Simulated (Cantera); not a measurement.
Cantera run:

```python
import numpy as np
import cantera as ct

gas_names = """
    H HO2 H2 H2O H2O2 O OH O2 O3 Si SiH SiH2 SiH3 SiH4 SiO SiO2 Si2 Si3
""".split()
cond_names = """
    H2O(s) H2O(L) Si(cr) Si(L) SiO2(Lqz) SiO2(hqz) SiO2(L)
""".split()


def load(file, names, dense=False):
    # The tables refer to 1 bar. Condensed volumes are neglected.
    table = {s.name: s for s in ct.Species.list_from_file(file)}
    out = []
    for n in names:
        d = dict(table[n].input_data)
        d["thermo"] = dict(d["thermo"], **{"reference-pressure": 1e5})
        if dense:
            d["equation-of-state"] = {"model": "constant-volume", "density": "1e6 g/cm^3"}
        out.append(ct.Species.from_dict(d))
    return out


gas = ct.Solution(thermo="ideal-gas", species=load("nasa_gas.yaml", gas_names))
cond = {s.name: ct.Solution(thermo="fixed-stoichiometry", species=[s], name=s.name)
        for s in load("nasa_condensed.yaml", cond_names, dense=True)}
atoms = {
    'Si': {'Si': 1},
    'O2': {'O': 2},
    'H2': {'H': 2},
}
top_T = {}  # K; cautious upper limits of use, not melting points


def equilibrate(T, P, feed):
    n = {}
    for name, mol in feed.items():
        for a, k in atoms[name].items():
            n[a] = n.get(a, 0.0) + k * mol
    gas.TPX = T, P, n
    mass = sum(n.values()) * gas.mean_molecular_weight
    gas.equilibrate("TP")
    valid = [c for c in cond.values() if c.min_temp <= T <= top_T.get(c.name, c.max_temp)]
    mix = ct.Mixture([(gas, mass / gas.mean_molecular_weight)] + [(c, 0.0) for c in valid])
    mix.T, mix.P = T, P
    mix.equilibrate("TP", solver="vcs", rtol=1e-11, max_steps=5000)
    return mix


results = []
feed = {'Si': 1, 'O2': 0.0023, 'H2': 5.4}  # mol
T = 1850  # K
P = 6100  # Pa
mix = equilibrate(T, P, feed)
results.append((T, P, feed, dict(zip(mix.species_names, mix.species_moles))))
x = sorted(zip(gas.X, gas.species_names), reverse=True)
print(f"T = {T:g} K  P = {P:g} Pa  gas = {mix.phase_moles(0):.4g} mol")
print("   x: " + "  ".join(f"{s} {v:.3e}" for v, s in x if v > 0.001))
print("   condensed (mol): " + ("  ".join(f"{mix.phase(i).name} {mix.phase_moles(i):.4g}"
      for i in range(1, mix.n_phases) if mix.phase_moles(i) > 1e-12) or "none"))
```

Output:

```
T = 1850 K  P = 6100 Pa  gas = 5.411 mol
   x: H2 9.968e-01  H 2.178e-03
   condensed (mol): Si(L) 0.9944
```

Method: chemical equilibrium by Gibbs-energy minimisation in Cantera with the NASA 1993 tables (ideal gas, pure condensed phases). Gases not in the tables: Si2H6 and higher silanes.
